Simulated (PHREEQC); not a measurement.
**Nickel, zinc or cadmium bath: speciation**

Dissolve 0.022 mol/kgw ZnCl2, 0.0034 mol/kgw H3BO3 and 0.00013 mol/kgw MnSO4 at 25 °C. Closed to the air; pH follows from the charge balance.

Computed with PHREEQC (ion-association model, phreeqc.dat).

Each row changes one thing in this solution. Precipitation was switched off in this run.

```
case                                               pH  ionic strength (mol/kgw)  Zn+2 (mol/kgw)  ZnCl+ (mol/kgw)  Mn+2 (mol/kgw)  SO4-2 (mol/kgw)
-----------------------------------------------  ----  ------------------------  --------------  ---------------  --------------  ---------------
as made                                          5.34                    0.0641          0.0209          0.00104        0.000120          6.85e-5
H3BO3 from 0.0034 to 0.00306 mol/kgw             5.34                    0.0641          0.0209          0.00104        0.000120          6.85e-5
H3BO3 replaced by Cu(BF4)2 at the same molality  2.92                    0.0749          0.0207         0.000978        0.000120          6.56e-5
ZnCl2 from 0.022 to 0.22 mol/kgw                 4.81                     0.561           0.174           0.0369         9.40e-5          5.29e-5
H3BO3 from 0.0034 to 0.00068 mol/kgw             5.36                    0.0641          0.0209          0.00104        0.000120          6.85e-5
temperature from 25 to 50 °C                     5.10                    0.0610          0.0193          0.00250        0.000121          6.65e-5
MnSO4 from 0.00013 to 2.6e-05 mol/kgw            5.34                    0.0639          0.0209          0.00104         2.41e-5          1.37e-5
diluted 2-fold with water                        5.50                    0.0325          0.0106         0.000322         6.20e-5          3.89e-5
```

At this temperature some constants are extrapolated from 25 °C, and those without enthalpy data are left unchanged. Real BF4- forms and hydrolyses slowly; the run takes it at equilibrium.
